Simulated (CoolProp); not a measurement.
Values from CoolProp's reference Helmholtz-energy equation of state, Tillner-Roth 1994.

### Question
For R134a, give the phase and the Z, cp (kJ/(kg K)), cv (kJ/(kg K)), expansivity (1/kK) at 455 K and 12.7 MPa.

### Answer
- 455 K and 12.7 MPa: supercritical; Z 0.583, cp 1.79, cv 1.11, expansivity 7.87
